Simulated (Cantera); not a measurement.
Input: 1 mol Si2Cl6, 55 mol N2, 78 mol H2, held at 2073.15 K and 0.340 bar.

These are equilibrium values from Cantera (NASA tables, ideal gas, pure condensed phases), not measurements of a reactor. Candidate condensed phases: NH4Cl, Si, Si3N4; 28 gas species. The feed counts by its element totals alone. The tables' values for SiCl, SiN, SiCl3 are old estimates; treat these amounts as uncertain. Gases not in the tables: Si2H6 and higher silanes. Rates play no part.

Base state: H2 0.553, N2 0.404, HCl 0.0343, SiCl2 0.00468, H 0.00336, Si 0.000294, SiCl 0.000167, Cl 0.000154 (mole fractions); condensed: Si(l).

Problem. What changes in the equilibrium state with this change: pressure from 0.340 bar to 0.750 bar?

Solution. 
```tsv
species	before	after
H2	0.553	0.554
N2	0.404	0.404
HCl	0.0343	0.0343
H	0.00336	0.00226
SiCl2	0.00468	0.00469
Si	0.000294	0.000133
SiCl3	2.25e-5	3.36e-5
SiN	2.39e-5	1.61e-5
Si2N	2.94e-5	1.98e-5
SiH	7.32e-5	4.93e-5
Si(l), mol	1.26	1.30
```
The tables' values for SiCl, SiCl3, SiN are old estimates; treat these amounts as uncertain.

Problem. What changes in the equilibrium state with this change: temperature from 2073.15 K to 825 K?

Solution. 
```csv
species,before,after
H2,0.553,0.557
N2,0.404,0.399
HCl,0.0343,0.0445
SiCl2,0.00468,<1e-9
SiCl4,1.12e-7,1.18e-5
H,0.00336,<1e-9
Si,0.000294,<1e-9
SiCl,0.000167,<1e-9
"Si(l), mol",1.26,0
"Si3N4(s), mol",0,0.666
```
N2 is the only nitrogen source here; it is nearly inert below about 1500 K, so the nitride shown seldom forms there in practice.
